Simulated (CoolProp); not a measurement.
A Linde-Hampson liquefier for ethylene: isothermal reversible compression at 320 K from 1 atm to 15 MPa, throttling to 1 atm, return gas leaving the recuperator 10 K below the feed. Each further row changes one setting.

Computed with CoolProp (reference Helmholtz-energy equation of state, Smukala 2000).

```json
[
 {"case": "as stated", "liquid yield per pass": "(withheld)", "compression work (kJ/kg of gas)": "404"},
 {"case": "high pressure 30 MPa", "liquid yield per pass": "(withheld)", "compression work (kJ/kg of gas)": "(withheld)"},
 {"case": "warm-end temperature 350 K", "liquid yield per pass": "(withheld)", "compression work (kJ/kg of gas)": "(withheld)"},
 {"case": "warm-end gap 15 K", "liquid yield per pass": "(withheld)", "compression work (kJ/kg of gas)": "404"}
]
```

Task: Complete the blanks.

Result: 
- as stated, liquid yield per pass: 0.380
- high pressure 30 MPa, liquid yield per pass: 0.416
- high pressure 30 MPa, compression work (kJ/kg of gas): 444
- warm-end temperature 350 K, liquid yield per pass: 0.274
- warm-end temperature 350 K, compression work (kJ/kg of gas): 465
- warm-end gap 15 K, liquid yield per pass: 0.373
